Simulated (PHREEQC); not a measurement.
A solution holds 0.093 mol/kgw Cu(NO3)2, 0.11 mol/kgw HBF4 and 0.09 mol/kgw H3BO3, at 25 °C. Closed to the air; pH follows from the charge balance.

Model: ion-association model, wateq4f.dat, run in PHREEQC.

The ionic strength comes out as 0.390 mol/kgw. What activity coefficients do HF2-, F-, BF4-, Cu+2, CuF+ get?

HF2- 0.65, F- 0.65, BF4- 0.62, Cu+2 0.27, CuF+ 0.73.

No solid was allowed to form. Species that the database lacks are ignored. Real BF4- forms and hydrolyses slowly; the run takes it at equilibrium.
